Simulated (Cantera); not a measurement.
Input: 1 mol SiCl₄, 0.65 mol Cl₂, 19 mol H₂, at 0.140 bar.

These are equilibrium values from Cantera (NASA tables, ideal gas, pure condensed phases), not measurements of a reactor. Candidate condensed phases: Si; 19 gas species. The tables' values for SiCl₃ are old estimates; treat these amounts as uncertain. Equilibrium is a limit: real reactors are often held back by kinetics, nucleation or transport.

x: gas mole fraction; nothing condenses.

```csv
T (K),x H₂,x HCl,x SiCl₂,x SiCl₄,x SiHCl₃,x SiCl₃
1173,0.872,0.0796,0.00238,0.0340,0.00869,0.00287
1198,0.869,0.0833,0.00378,0.0315,0.00884,0.00367
1223,0.864,0.0878,0.00567,0.0288,0.00874,0.00452
1248,0.859,0.0929,0.00805,0.0257,0.00838,0.00536
1273,0.854,0.0985,0.0109,0.0226,0.00781,0.00612
1298,0.848,0.105,0.0141,0.0193,…,0.00674
1323,0.842,0.111,0.0175,0.0162,…,0.00718
1348,0.836,0.117,0.0209,0.0132,…,0.00742
1373,0.831,0.122,0.0243,0.0105,…,0.00744
1398,0.826,0.127,0.0274,0.00822,…,0.00727
1423,0.821,0.132,0.0303,0.00628,…,0.00694
1448,0.818,0.136,0.0328,0.00472,…,0.00650
1473,0.815,0.139,0.0350,0.00350,…,0.00599
```

**Question.** What belongs in the gaps?

**Answer.** 
- 1298, x SiHCl₃: 0.00708
- 1323, x SiHCl₃: 0.00624
- 1348, x SiHCl₃: 0.00538
- 1373, x SiHCl₃: 0.00453
- 1398, x SiHCl₃: 0.00374
- 1423, x SiHCl₃: 0.00304
- 1448, x SiHCl₃: 0.00243
- 1473, x SiHCl₃: 0.00193
